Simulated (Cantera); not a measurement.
# Equilibrium for boron, boron nitride and boron oxide: B2O3 + NH3

Input: 1 mol B2O3, 0.13 mol NH3, equilibrated at 97.5 Torr.

Cantera equilibrium calculation (NASA polynomials, part measured and part estimated; ideal gas, pure solids and liquids). Candidate condensed phases: B, BN, B2O3, B3O3H3, H2O; 39 gas species. Mutual solubility and eutectic melting of coexisting phases are not modelled. Rates play no part.

At 1750 K the condensed part is BN(s) + B2O3(l). From 1850 K to 2050 K the condensed part is B2O3(l). From 2150 K to 2350 K nothing is condensed. The main B-bearing gas is B2O3 throughout.

```csv
T (K),x H2,x B2O3,x N2,x HBO2,x HBO,x BO,x B2O2,x H,n BN(s),n B2O3(l)
1750,0.708,0.0129,0.242,0.0174,0.0162,0.000234,0.00154,0.000543,9.24e-5,0.992
1850,0.639,0.0518,0.226,0.0399,0.0324,0.00102,0.00571,0.00119,0,0.973
1950,0.480,0.179,0.183,0.0806,0.0515,0.00360,0.0162,0.00220,0,0.907
2050,0.165,0.544,0.0831,0.114,0.0458,0.00982,0.0322,0.00256,0,0.482
2150,0.0780,0.673,0.0510,0.109,0.0334,0.0177,0.0316,0.00327,0,0
2250,0.0719,0.659,0.0506,0.115,0.0332,0.0298,0.0300,0.00552,0,0
2350,0.0651,0.641,0.0501,0.122,0.0319,0.0467,0.0273,0.00882,0,0
```
x: gas mole fraction; n: condensed amount in mol.
